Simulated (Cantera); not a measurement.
An isothermal, constant-pressure homogeneous reactor starts with CH4 : N2 = 1 : 9.3 (molar parts), at 1375 K and 0.910 bar. Integrator tolerance rtol = 1e-08.

Computed with Cantera and GRI-Mech 3.0 (53 species, 325 reactions). GRI-Mech 3.0 stops at C3 and has no aromatics, soot or wall deposition, so with more carbon than oxygen in the feed, carbon stays in small species such as C2H2 where larger ones or solid carbon would form.

Q: What does this change do: pressure from 0.910 bar to 0.260 bar?

A: 
| quantity | before | after |
|---|---|---|
| x(CH4) at 5.00 s | 0.0753 (gas-phase equilibrium 0.0145) | 0.0849 (gas-phase equilibrium 0.00539) |
| x(H) at 5.00 s | 2.73e-7 (gas-phase equilibrium 1.21e-6) | 2.65e-7 (gas-phase equilibrium 2.39e-6) |
| x(H2) at 5.00 s | 0.0291 (gas-phase equilibrium 0.112) | 0.0161 (gas-phase equilibrium 0.125) |
| x(C2H) at 5.00 s | 7.00e-11 (gas-phase equilibrium 1.17e-10) | 6.62e-11 (gas-phase equilibrium 2.51e-10) |
| x(CH3) at 5.00 s | 1.39e-5 (gas-phase equilibrium 3.12e-6) | 2.72e-5 (gas-phase equilibrium 2.06e-6) |
| x(C2H4) at 5.00 s | 0.000635 (gas-phase equilibrium 0.00150) | 0.000535 (gas-phase equilibrium 0.000581) |
| x(HCN) at 5.00 s | 4.74e-11 (gas-phase equilibrium 0.0457) | 4.01e-11 (gas-phase equilibrium 0.0500) |
